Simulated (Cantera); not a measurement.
A closed system holds: 1 mol TiO2, 21 mol Cl2, 0.74 mol O2, equilibrated at 700 K and 10000 Pa.

Equilibrium computed with Cantera from the NASA thermochemical tables; the gas is ideal and each condensed phase is pure. Candidate condensed phases: Ti, TiCl2, TiCl3, TiCl4, TiO, TiO2, Ti2O3, Ti3O5, Ti4O7; 15 gas species. Condensed phases not in the tables: TiOCl. Rates play no part.

Base state: Cl2 0.966, O2 0.0340 (mole fractions); condensed: TiO2(rutile).

**Question.** What changes in the equilibrium state with this change: TiO2 replaced by SiO2?

**Answer.** 
| species | before | after |
|---|---|---|
| Cl2 | 0.966 | 0.966 |
| O2 | 0.0340 | 0.0340 |
| TiO2(rutile), mol | 1.00 | 0 |
| SiO2(α-quartz), mol | 0 | 1.00 |
Further candidate phases: Si, SiO2.

**Question.** What changes in the equilibrium state with this change: temperature from 700 K to 1650 K?

**Answer.** 
```tsv
species	before	after
Cl2	0.966	0.584
Cl	2.05e-6	0.354
O2	0.0340	0.0446
TiCl4	1.49e-9	0.0168
TiOCl2	<1e-9	5.03e-5
TiCl3	<1e-9	2.70e-5
ClO	2.33e-8	0.000488
TiO2(rutile), mol	1.00	0.553
```
